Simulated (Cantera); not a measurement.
Input (Python, Cantera) and output of one run.

```python
import numpy as np
import cantera as ct

gas_names = """
    CL CL2 H HCL H2 Si SiCL SiCL2 SiCL3 SiCL4 SiH SiHCL3 SiH2 SiH2CL2 SiH3 SiH3CL SiH4 Si2 Si3
""".split()
cond_names = """
    Si(cr) Si(L)
""".split()


# ... load() reads the species with a 1 bar reference pressure and builds the phases ...
atoms = {
    'Si': {'Si': 1},
    'Cl2': {'CL': 2},
    'H2': {'H': 2},
}
top_T = {}  # K; cautious upper limits of use, not melting points


# ... equilibrate(T, P, feed) seeds the gas with the atoms and calls Mixture.equilibrate('TP', solver="vcs", rtol=1e-11, max_steps=5000) ...
results = []
feed = {'Si': 1, 'Cl2': 0.57, 'H2': 19}  # mol
P = 100000  # Pa
for T in [1123, 1173, 1223, 1273, 1323, 1373, 1423, 1473]:
    mix = equilibrate(T, P, feed)
    results.append((T, P, feed, dict(zip(mix.species_names, mix.species_moles))))

top = {s: max(r[3][s] / sum(r[3][g] for g in gas_names) for r in results) for s in gas_names}
cols = sorted((s for s in top if top[s] > 1e-06), key=lambda s: -top[s])[:8]
seen = [c for c in cond_names if any(r[3].get(c, 0) > 1e-12 for r in results)]
print("log10 of partial pressures in bar; condensed amounts in mol")
print(f"{'T/K':>10s}" + "".join(f"{s[:9]:>10s}" for s in cols + seen))
for T, P, feed, n in results:
    ng = sum(n[g] for g in gas_names)
    print(f"{T:10.4g}" + "".join(f"{np.log10(max(n[s] / ng * P / 1e5, 1e-99)):10.3f}" for s in cols)
          + "".join(f"{n.get(c, 0):10.4g}" for c in seen))
```

Output:

```
log10 of partial pressures in bar; condensed amounts in mol
       T/K        H2       HCL    SiHCL3     SiCL2     SiCL4     SiCL3   SiH2CL2    SiH3CL    Si(cr)
      1123    -0.012    -1.837    -2.206    -3.338    -2.265    -3.349    -3.058    -4.484    0.7396
      1173    -0.014    -1.718    -2.268    -3.065    -2.340    -3.199    -3.089    -4.477    0.7618
      1223    -0.016    -1.617    -2.352    -2.833    -2.443    -3.089    -3.135    -4.479    0.7846
      1273    -0.017    -1.536    -2.462    -2.642    -2.582    -3.020    -3.200    -4.493    0.8062
      1323    -0.019    -1.474    -2.602    -2.492    -2.762    -2.996    -3.286    -4.518    0.8245
      1373    -0.020    -1.430    -2.773    -2.380    -2.983    -3.014    -3.392    -4.555    0.8383
      1423    -0.021    -1.401    -2.969    -2.302    -3.239    -3.069    -3.515    -4.601    0.8473
      1473    -0.022    -1.384    -3.180    -2.249    -3.515    -3.150    -3.649    -4.653    0.8524
```

Equilibrium computed with Cantera from the NASA thermochemical tables; the gas is ideal and each condensed phase is pure. The tables' values for SiCl3 are old estimates; treat these amounts as uncertain.
